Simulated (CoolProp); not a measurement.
A single-stage vapour-compression cycle with R245fa: evaporating at 243.15 K (dew point), condensing at 299.15 K (bubble point), superheat 8 K, subcooling 2 K, compressor efficiency 0.8, no pressure losses. Each further row changes one setting.

Values from CoolProp's reference Helmholtz-energy equation of state, Akasaka 2015.

```tsv
case	cooling COP	pressure ratio	discharge temperature (K)	refrigerating effect (kJ/kg)	volumetric capacity (kJ/m³)
as stated	2.82	14.0	321.1	158	113
evaporating temperature 248.15 K	3.24	10.4	318.7	161	152
condensing temperature 294.15 K	3.18	11.6	315.9	164	117
subcooling 7 K	2.94	14.0	321.1	164	117
superheat 18 K	2.85	14.0	331.8	166	113
compressor efficiency 0.7	2.47	14.0	329.6	158	113
```
